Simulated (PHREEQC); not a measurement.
A solution holds 0.0042 mol HF, 0.0009 mol NH4HF2 and 8.2e-07 mol H4SiO4 per kg of water, at 34 °C. Closed to the air; pH follows from the charge balance.

Model: ion-association model, phreeqc.dat, run in PHREEQC.

| quantity | before | after |
|---|---|---|
| pH | 2.95 | 2.95 |
| ionic strength (mol/kgw) | 0.00208 | 0.00209 |
| HF (mol/kgw) | 0.00388 | 0.00385 |
| F- (mol/kgw) | 0.00205 | 0.00203 |
| HF2- (mol/kgw) | 3.24e-5 | 3.19e-5 |
| H4SiO4 (mol/kgw) | 1.11e-8 | 1.16e-7 |
| SI of Quartz (SiO2) | -4.10 | -3.08 |

Which change was made?
(A) H4SiO4 from 8.2e-07 to 8.2e-06 mol/kgw
(B) HF left out
(C) 0.0061 mol/kgw KBr added
(D) HF replaced by (NH4)2SiF6 at the same molality
(E) diluted 10-fold with water

A, H4SiO4 from 8.2e-07 to 8.2e-06 mol/kgw

No solid was allowed to form. SiF6-2 is the database's only silicon fluoride.
